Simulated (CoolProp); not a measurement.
Octamethyltrisiloxane (MDM) at 294.01 K and 6.57 MPa is throttled through a valve to 2.69 MPa with no heat exchange. Each further row changes one setting.

Computed with CoolProp (reference Helmholtz-energy equation of state, Thol 2017).

```csv
case,temperature change (K),final density (kg/m³)
as stated,+1.7,821
outlet pressure 0.807 MPa,+2.6,818
outlet pressure 3.5 MPa,+1.4,823
```
